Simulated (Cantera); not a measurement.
An adiabatic, constant-volume homogeneous reactor starts with 5.75 % CH4, 14.9 % O2, 79.3 % N2, at 1550 K and 8250 Torr.

Detailed kinetics in Cantera: GRI-Mech 3.0 (53 species, 325 reactions).

x: mole fraction; the columns are a selection and need not sum to one.

```json
[
 {"t (s)": "4.00e-6", "T (K)": "1550", "P (bar)": "11.0", "x CH4": "0.0575", "x O2": "0.149", "x N2O": "4.79e-11", "x H2O": "2.47e-6", "x CO2": "2.92e-10", "x C2H6": "…"},
 {"t (s)": "1.26e-5", "T (K)": "1550", "P (bar)": "11.0", "x CH4": "0.0574", "x O2": "0.149", "x N2O": "3.70e-10", "x H2O": "2.63e-5", "x CO2": "1.62e-8", "x C2H6": "…"},
 {"t (s)": "4.00e-5", "T (K)": "1552", "P (bar)": "11.0", "x CH4": "0.0569", "x O2": "0.149", "x N2O": "2.69e-9", "x H2O": "0.000371", "x CO2": "9.90e-7", "x C2H6": "…"},
 {"t (s)": "0.000126", "T (K)": "1948", "P (bar)": "14.1", "x CH4": "0.0180", "x O2": "0.107", "x N2O": "2.39e-7", "x H2O": "0.0471", "x CO2": "0.00194", "x C2H6": "…"},
 {"t (s)": "0.000400", "T (K)": "2815", "P (bar)": "20.2", "x CH4": "<1e-12", "x O2": "0.0316", "x N2O": "3.44e-6", "x H2O": "0.105", "x CO2": "0.0472", "x C2H6": "<1e-12"},
 {"t (s)": "0.00126", "T (K)": "2808", "P (bar)": "20.1", "x CH4": "<1e-12", "x O2": "0.0300", "x N2O": "3.50e-6", "x H2O": "0.105", "x CO2": "0.0473", "x C2H6": "<1e-12"},
 {"t (s)": "0.00400", "T (K)": "2808", "P (bar)": "20.1", "x CH4": "<1e-12", "x O2": "0.0300", "x N2O": "3.50e-6", "x H2O": "0.105", "x CO2": "0.0473", "x C2H6": "<1e-12"},
 {"t (s)": "0.0126", "T (K)": "2808", "P (bar)": "20.1", "x CH4": "<1e-12", "x O2": "0.0300", "x N2O": "3.50e-6", "x H2O": "0.105", "x CO2": "0.0473", "x C2H6": "<1e-12"},
 {"t (s)": "0.0400", "T (K)": "2808", "P (bar)": "20.1", "x CH4": "<1e-12", "x O2": "0.0300", "x N2O": "3.50e-6", "x H2O": "0.105", "x CO2": "0.0473", "x C2H6": "<1e-12"},
 {"t (s)": "0.126", "T (K)": "2808", "P (bar)": "20.1", "x CH4": "<1e-12", "x O2": "0.0300", "x N2O": "3.50e-6", "x H2O": "0.105", "x CO2": "0.0473", "x C2H6": "<1e-12"},
 {"t (s)": "0.400", "T (K)": "2808", "P (bar)": "20.1", "x CH4": "<1e-12", "x O2": "0.0300", "x N2O": "3.50e-6", "x H2O": "0.105", "x CO2": "0.0473", "x C2H6": "<1e-12"},
 {"t (s)": "1.26", "T (K)": "2808", "P (bar)": "20.1", "x CH4": "<1e-12", "x O2": "0.0300", "x N2O": "3.50e-6", "x H2O": "0.105", "x CO2": "0.0473", "x C2H6": "<1e-12"},
 {"t (s)": "4.00", "T (K)": "2808", "P (bar)": "20.1", "x CH4": "<1e-12", "x O2": "0.0300", "x N2O": "3.50e-6", "x H2O": "0.105", "x CO2": "0.0473", "x C2H6": "<1e-12"}
]
```

### Question
Fill in the missing entries.

### Answer

- 4.00e-6, x C2H6: 2.44e-8
- 1.26e-5, x C2H6: 1.62e-6
- 4.00e-5, x C2H6: 8.90e-5
- 0.000126, x C2H6: 0.000473
